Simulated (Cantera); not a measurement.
Sublimation and decomposition of ceramics: MgO + N2

Charge: 1 mol MgO, 0.012 mol N2, equilibrated at 133 Pa.

Method: chemical equilibrium by Gibbs-energy minimisation in Cantera with the NASA 1993 tables (ideal gas, pure condensed phases). Candidate condensed phases: Mg, MgO; 13 gas species. Rates play no part.

```
T (K)  log p Mg  log p O  log p N2  log p O2  log p MgO  log p NO  n MgO(s)
-----  --------  -------  --------  --------  ---------  --------  --------
2398      -3.33    -3.95     -3.25     -3.77      -4.86     -4.84     0.990
2473      -3.10    -3.67     -5.07     -3.54      -4.56     -5.57         0
2548      -3.11    -3.55     -5.09     -3.62      -4.65     -5.56         0
2623      -3.12    -3.44     -5.10     -3.71      -4.75     -5.57         0
2698      -3.14    -3.36     -5.12     -3.83      -4.86     -5.58         0
2773      -3.15    -3.30     -5.13     -3.98      -4.99     -5.62         0
2848      -3.16    -3.26     -5.14     -4.15      -5.11     -5.66         0
2923      -3.17    -3.23     -5.14     -4.33      -5.25     -5.71         0
2998      -3.17    -3.21     -5.14     -4.53      -5.38     -5.76         0
```
log p: log10 of the partial pressure in bar; n: condensed amount in mol.

At 2398 K the condensed part is MgO(s). From 2473 K to 2998 K nothing is condensed. The main Mg-bearing gas is Mg throughout.
